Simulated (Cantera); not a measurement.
Mixture: CH4 : O2 : N2 = 1 : 4.08 : 15.3 (molar parts), at 6.30 bar, adiabatic and at constant volume. Ignition delay is the time to a rise of 400 K.

Detailed kinetics in Cantera: GRI-Mech 3.0 (53 species, 325 reactions).

**Question.** What does this change do: constant pressure in place of constant volume?

**Answer.** 
| quantity | before | after |
|---|---|---|
| delay at 1050 K | 46.0 ms | 47.3 ms |
| delay at 1250 K | 2.90 ms | 3.02 ms |
| delay at 1450 K | 0.325 ms | 0.342 ms |
| delay at 1650 K | 57.4 µs | 60.8 µs |
| delay at 1850 K | 15.2 µs | 16.2 µs |
| apparent activation energy between 1650 and 1850 K | 170 kJ/mol | 170 kJ/mol |

**Question.** What does this change do: CH4 1 to 1.4 parts?

**Answer.** 
```
quantity                                                before       after
--------------------------------------------------  ----------  ----------
delay at 1050 K                                        46.0 ms     51.5 ms
delay at 1250 K                                        2.90 ms     3.35 ms
delay at 1450 K                                       0.325 ms    0.367 ms
delay at 1650 K                                        57.4 µs     60.9 µs
delay at 1850 K                                        15.2 µs     15.1 µs
apparent activation energy between 1650 and 1850 K  170 kJ/mol  180 kJ/mol
```
